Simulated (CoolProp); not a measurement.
Saturated liquid density (kg/m³) of propylene: the reference equation beside estimates from Tc = 91.1 °C, pc = 4.555 MPa, ω = 0.146. Rackett uses Z = 0.29056 − 0.08775 ω.

Computed with CoolProp (reference Helmholtz-energy equation of state, Lemmon 2013).

```
T (°C)  reference  Rackett  Soave-Redlich-Kwong
------  ---------  -------  -------------------
-33.25      591.9    584.7                554.9
-27.45      584.3    577.3                547.0
-21.65      576.6    569.7                538.9
-15.85      568.7    561.9                530.4
-9.95       560.5    553.8                521.4
-4.15       552.2    545.7                512.2
1.65        543.7    537.2                502.6
7.45        534.9    528.6                492.6
13.35       525.6    519.5                482.0
19.15       516.2    510.2                471.0
24.95       506.4    500.5                459.4
30.75       496.1    490.4                447.2
```

Absolute difference from the reference over all 12 rows, mean and median: Rackett 1.2 and 1.2 %, Soave-Redlich-Kwong 7.6 and 7.4 %.
